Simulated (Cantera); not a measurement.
What does this Cantera script print?

```python
import numpy as np
import cantera as ct

gas = ct.Solution("gri30.yaml")


def delay(T, t_max=10):
    gas.TPX = T, 940000, {'CH4': 1, 'CO': 1.4, 'O2': 1.93, 'N2': 7.25, 'CO2': 0.47}
    reactor = ct.IdealGasReactor(gas, clone=False)
    net = ct.ReactorNet([reactor])
    net.rtol, net.atol = 1e-8, 1e-16
    while net.time < t_max:
        t_old, T_old = net.time, reactor.T
        net.step()
        if reactor.T > T + 400:  # ignition: a rise of 400 K
            return t_old + (T + 400 - T_old) / (reactor.T - T_old) * (net.time - t_old)
    return np.nan


taus = []
for T in [1150, 1200, 1250, 1300, 1350, 1400, 1450]:
    taus.append(delay(T))
    print(f"T0 = {T:6g} K   tau = {taus[-1]:.4e} s")
```

Output:

```
T0 =   1150 K   tau = 2.6683e-02 s
T0 =   1200 K   tau = 1.2350e-02 s
T0 =   1250 K   tau = 6.0001e-03 s
T0 =   1300 K   tau = 3.0392e-03 s
T0 =   1350 K   tau = 1.5966e-03 s
T0 =   1400 K   tau = 8.6644e-04 s
T0 =   1450 K   tau = 4.8452e-04 s
```

Computed with Cantera and GRI-Mech 3.0 (53 species, 325 reactions).
